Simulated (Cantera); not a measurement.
Charge: 1 mol CF4, 0.05 mol F2, 0.2 mol H2, held at 1.33 mbar.

Method: chemical equilibrium by Gibbs-energy minimisation in Cantera with the NASA 1993 tables (ideal gas, pure condensed phases). Candidate condensed phases: C, C6H6, C7H8, C8H18; 95 gas species. Gases not in the tables: C2F6 and larger saturated fluorocarbons. Kinetics and transport are ignored. All values below are at 2098 K.

Base state: F 0.328, CF4 0.240, CF2 0.230, HF 0.192, CF3 0.00826, CF 0.00121 (mole fractions); condensed: gas only.

**Question.** What changes in the equilibrium state with this change: F2 from 0.05 to 2.9 mol?

**Answer.** 
```json
[
 {"species": "F", "before": "0.328", "after": "0.802"},
 {"species": "CF4", "before": "0.240", "after": "0.120"},
 {"species": "HF", "before": "0.192", "after": "0.0565"},
 {"species": "CF2", "before": "0.230", "after": "0.0192"},
 {"species": "CF", "before": "0.00121", "after": "4.15e-5"},
 {"species": "CF3", "before": "0.00826", "after": "0.00169"}
]
```

**Question.** What changes in the equilibrium state with this change: H2 from 0.2 to 11 mol?

**Answer.** 
| species | before | after |
|---|---|---|
| H2 | <1e-9 | 0.629 |
| HF | 0.192 | 0.304 |
| H | 2.50e-6 | 0.0668 |
| F | 0.328 | 1.94e-5 |
| CF4 | 0.240 | <1e-9 |
| CF2 | 0.230 | 1.60e-9 |
| CF3 | 0.00826 | <1e-9 |
| C2H2 (acetylene) | <1e-9 | 0.000897 |
| CF | 0.00121 | 1.43e-7 |
| C(graphite), mol | 0 | 0.976 |
